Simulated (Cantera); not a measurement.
A closed system holds: 1 mol SiC, 0.082 mol N₂O, 860 mol N₂, at 4600 Pa.

These are equilibrium values from Cantera (NASA tables, ideal gas, pure condensed phases), not measurements of a reactor. Candidate condensed phases: C, Si, SiC, SiO₂, Si₂N₂O, Si₃N₄; 34 gas species. Mutual solubility and eutectic melting of coexisting phases are not modelled. Equilibrium is a limit: real reactors are often held back by kinetics, nucleation or transport.

Which condensed phases are stable at each of these points (T (°C)): 975, 1075, 1175, 1275, 1375, 1475, 1575, 1675, 1775, 1875?


```json
[
 {"T (°C)": "975", "condensed phases": "C(graphite) + Si₂N₂O(s) + Si₃N₄(s)", "Si condensed (%)": "100.0"},
 {"T (°C)": "1075", "condensed phases": "C(graphite) + Si₂N₂O(s) + Si₃N₄(s)", "Si condensed (%)": "100.0"},
 {"T (°C)": "1175", "condensed phases": "C(graphite) + Si₃N₄(s)", "Si condensed (%)": "100.0"},
 {"T (°C)": "1275", "condensed phases": "SiC(s) + Si₃N₄(s)", "Si condensed (%)": "99.9"},
 {"T (°C)": "1375", "condensed phases": "SiC(s) + Si₃N₄(s)", "Si condensed (%)": "99.4"},
 {"T (°C)": "1475", "condensed phases": "SiC(s) + Si₃N₄(s)", "Si condensed (%)": "96.8"},
 {"T (°C)": "1575", "condensed phases": "SiC(s)", "Si condensed (%)": "94.2"},
 {"T (°C)": "1675", "condensed phases": "SiC(s)", "Si condensed (%)": "92.2"},
 {"T (°C)": "1775", "condensed phases": "C(graphite) + SiC(s)", "Si condensed (%)": "89.1"},
 {"T (°C)": "1875", "condensed phases": "C(graphite) + SiC(s)", "Si condensed (%)": "53.8"}
]
```

From 975 °C to 1075 °C the condensed part is C(graphite) + Si₂N₂O(s) + Si₃N₄(s). At 1175 °C the condensed part is C(graphite) + Si₃N₄(s). From 1275 °C to 1475 °C the condensed part is SiC(s) + Si₃N₄(s). From 1575 °C to 1675 °C the condensed part is SiC(s). From 1775 °C to 1875 °C the condensed part is C(graphite) + SiC(s).
